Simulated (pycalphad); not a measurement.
Computed with pycalphad from the COST 507 light-alloy database (1999), at 1 atm. These are 1990s assessments: newer ones move some temperatures and phases. Phase fractions are per mole of atoms.

### Question
Give the equilibrium state of Sn-77.4Si (at.%) at 1327 °C.

### Answer
diamond (Si), fraction 0.605, with >99.99 Si at.%; liquid, fraction 0.395, with 42.7 Si at.%.
